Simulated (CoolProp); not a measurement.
Model: reference Helmholtz-energy equation of state, Zhou 2012, in CoolProp.

Give the vapour pressure (MPa), liquid density (kg/m³), liquid cp (kJ/(kg K)), vapour Z of saturated p-xylene at 381.9, 422 K.


```
T (K)  p (MPa)  liquid density (kg/m³)  liquid cp (kJ/(kg K))  vapour Z
-----  -------  ----------------------  ---------------------  --------
381.9   0.0427                     782                   2.00     0.974
422      0.133                     742                   2.15     0.943
```
